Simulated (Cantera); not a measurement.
Input: 1 mol Ti(NMe2)4, 0.4 mol NH3, held at 16000 Pa.

These are equilibrium values from Cantera (NASA tables, ideal gas, pure condensed phases), not measurements of a reactor. Candidate condensed phases: C, C6H6, C7H8, C8H18, Ti, TiC, TiN; 93 gas species. The feed counts by its element totals alone. TiC: taken at fixed stoichiometry. Rates play no part.

Problem. At 1550 °C, list the 7 most abundant gas species with their mole fractions, and the condensed phases.

Solution. H2 0.849, N2 0.147, HCN 0.00243, H 0.000998, C2H2 (acetylene) 0.000179, HNC 9.69e-5, CH4 8.23e-5. Condensed: C(graphite) + TiC(s).
